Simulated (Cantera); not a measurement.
Cantera run, input and output.

```python
import numpy as np
import cantera as ct

gas = ct.Solution("gri30.yaml")
gas.TPX = 375, 49000, {'CH4': 1, 'C2H6': 0.032, 'O2': 4.91, 'N2': 18.5}
inlet = ct.Reservoir(gas, clone=True)
gas.equilibrate("HP")  # start burning
reactor = ct.IdealGasConstPressureReactor(gas, energy="on", clone=False)
exhaust = ct.Reservoir(gas, clone=True)
tau = [0.29, 0.13, 0.056, 0.025, 0.011, 0.0048, 0.0021, 0.00092, 0.00041, 0.00018, 7.9e-05][0]
for a, b in ((inlet, reactor), (reactor, exhaust)):
    ct.MassFlowController(a, b, mdot=lambda t: reactor.mass / tau)
net = ct.ReactorNet([reactor])
show = ['CH4', 'C2H6', 'O2', 'CH2', 'CO']

rows = []
print(f"{'tau/s':>10s}{'T/K':>9s}" + "".join(f"{s:>11s}" for s in show))
for tau in [0.29, 0.13, 0.056, 0.025, 0.011, 0.0048, 0.0021, 0.00092, 0.00041, 0.00018, 7.9e-05]:
    net.initial_time = 0.0
    net.advance(30 * tau)
    before = gas.X
    net.advance(40 * tau)
    drift = np.max(np.abs(gas.X - before) / (gas.X + 1e-9))
    rows.append([gas.T, *gas[show].X, drift])
    print(f"{tau:10.3e}{gas.T:9.1f}" + "".join(f"{x:11.3e}" for x in gas[show].X))
```

Output:

```
     tau/s      T/K        CH4       C2H6         O2        CH2         CO
 2.900e-01   1398.5  2.446e-05  2.101e-07  1.145e-01  1.227e-08  2.978e-04
 1.300e-01   1395.3  4.115e-05  3.504e-07  1.146e-01  2.414e-08  5.238e-04
 5.600e-02   1389.7  7.153e-05  6.002e-07  1.148e-01  4.801e-08  9.523e-04
 2.500e-02   1380.3  1.235e-04  1.017e-06  1.152e-01  9.083e-08  1.700e-03
 1.100e-02   1363.5  2.247e-04  1.814e-06  1.160e-01  1.711e-07  3.115e-03
 4.800e-03   1330.7  4.672e-04  3.717e-06  1.178e-01  3.249e-07  5.999e-03
 2.100e-03    375.0  4.091e-02  1.309e-03  2.009e-01 -2.594e-33 -2.598e-16
 9.200e-04    375.0  4.091e-02  1.309e-03  2.009e-01 -3.162e-36 -1.046e-19
 4.100e-04    375.0  4.091e-02  1.309e-03  2.009e-01  6.994e-37 -6.607e-21
 1.800e-04    375.0  4.091e-02  1.309e-03  2.009e-01  3.495e-38 -4.174e-22
 7.900e-05    375.0  4.091e-02  1.309e-03  2.009e-01  6.408e-39 -2.636e-23
```

Cantera simulation using GRI-Mech 3.0 (53 species, 325 reactions); the numbers are that mechanism's predictions, not measurements.
